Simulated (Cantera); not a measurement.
Input: 1 mol SiF4, 0.58 mol O3, a varied amount of H2, held at 2098.15 K and 0.280 bar.

Equilibrium computed with Cantera from the NASA thermochemical tables; the gas is ideal and each condensed phase is pure. Candidate condensed phases: H2O, Si, SiO2; 38 gas species. The tables' values for SiF3, SiF2 are old estimates; treat these amounts as uncertain. Equilibrium is a limit: real reactors are often held back by kinetics, nucleation or transport.

Problem. At 30 mol H2, list the 5 most abundant gas species with their mole fractions, and the condensed phases.

Solution. H2 0.823, HF 0.118, SiO 0.0294, H2O 0.0233, H 0.00528. Condensed: gas only.
